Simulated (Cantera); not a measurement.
What does this Cantera script print?

```python
import numpy as np
import cantera as ct

gas = ct.Solution("gri30.yaml")
gas.TPX = 2098, 30000, {'CH4': 0.01, 'H2': 1}
reactor = ct.IdealGasConstPressureReactor(gas, energy="off", clone=False)
net = ct.ReactorNet([reactor])
net.rtol, net.atol = 1e-08, 1e-18
show = ['CH4', 'H2', 'C2H6', 'CH3', 'H', 'CH2']
times = np.geomspace(1e-06, 9, 13)

steps = ct.SolutionArray(gas, extra=["t"])
rows = []
print(f"{'t/s':>10s}{'T/K':>9s}{'P/Pa':>11s}" + "".join(f"{s:>11s}" for s in show))
for t in times:
    while net.time < t:
        t_next = net.step()
        steps.append(gas.state, t=t_next)
    rows.append([np.interp(t, steps.t, y) for y in (steps.T, steps.P, *steps(*show).X.T)])
    print(f"{t:10.3e}{rows[-1][0]:9.1f}{rows[-1][1]:11.4g}" + "".join(f"{x:11.3e}" for x in rows[-1][2:]))
rate = np.gradient(steps.T, steps.t)
print("integrator steps:", len(steps.t))
if steps.T.max() > steps.T[0] + 200:
    print(f"time of steepest temperature rise: {steps.t[rate.argmax()]:.4e} s")
gas.TPX = 2098, 30000, {'CH4': 0.01, 'H2': 1}
gas.equilibrate("TP")
print(f"equilibrium (TP): T = {gas.T:.1f} K  " + "  ".join(f"{s} {gas[s].X[0]:.3e}" for s in show))
```

Output:

```
       t/s      T/K       P/Pa        CH4         H2       C2H6        CH3          H        CH2
 1.000e-06   2098.0      3e+04  9.896e-03  9.901e-01  4.362e-12  4.604e-06  8.463e-06  5.686e-11
 3.798e-06   2098.0      3e+04  9.889e-03  9.901e-01  1.215e-10  1.151e-05  3.809e-05  5.951e-10
 1.442e-05   2098.0      3e+04  9.866e-03  9.899e-01  2.302e-09  3.395e-05  1.541e-04  6.996e-09
 5.477e-05   2098.0      3e+04  9.779e-03  9.895e-01  3.495e-08  1.174e-04  5.911e-04  9.373e-08
 2.080e-04   2098.0      3e+04  9.453e-03  9.880e-01  3.094e-07  3.970e-04  2.123e-03  1.111e-06
 7.900e-04   2098.0      3e+04  8.212e-03  9.857e-01  7.564e-07  7.860e-04  4.869e-03  4.831e-06
 3.000e-03   2098.0      3e+04  5.183e-03  9.868e-01  3.433e-07  5.508e-04  5.413e-03  3.862e-06
 1.139e-02   2098.0      3e+04  2.084e-03  9.884e-01  5.712e-08  2.264e-04  5.540e-03  1.688e-06
 4.327e-02   2098.0      3e+04  6.332e-04  9.891e-01  5.476e-09  6.961e-05  5.608e-03  5.360e-07
 1.643e-01   2098.0      3e+04  2.250e-04  9.894e-01  8.220e-10  2.482e-05  5.628e-03  1.931e-07
 6.240e-01   2098.0      3e+04  1.784e-04  9.894e-01  5.716e-10  1.968e-05  5.630e-03  1.534e-07
 2.370e+00   2098.0      3e+04  1.783e-04  9.894e-01  5.711e-10  1.967e-05  5.630e-03  1.533e-07
 9.000e+00   2098.0      3e+04  1.783e-04  9.894e-01  5.711e-10  1.967e-05  5.630e-03  1.533e-07
integrator steps: 926
equilibrium (TP): T = 2098.0 K  CH4 1.784e-04  H2 9.894e-01  C2H6 5.715e-10  CH3 1.968e-05  H 5.630e-03  CH2 1.534e-07
```

Model: GRI-Mech 3.0 (53 species, 325 reactions), integrated in Cantera. GRI-Mech 3.0 stops at C3 and has no aromatics, soot or wall deposition, so with more carbon than oxygen in the feed, carbon stays in small species such as C2H2 where larger ones or solid carbon would form.
